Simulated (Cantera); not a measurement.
Charge: 1 mol BN, 12 mol Cl₂, 83 mol N₂, 9.1 mol NF₃, at 1900 K and 69.0 Pa.

Method: chemical equilibrium by Gibbs-energy minimisation in Cantera with the NASA 1993 tables (ideal gas, pure condensed phases). Candidate condensed phases: B, BN; 21 gas species. Equilibrium is a limit: real reactors are often held back by kinetics, nucleation or transport.

Task: What is the equilibrium state?

Result: 
- x(N₂): 0.641
- x(F): 0.177
- x(Cl): 0.174
- x(BF₃): 0.00728
- x(ClF): 0.000164
- x(Cl₂): 8.62e-5
- gas amount: 137.3 mol
- log10 activity of B(s) (absent): -18.38
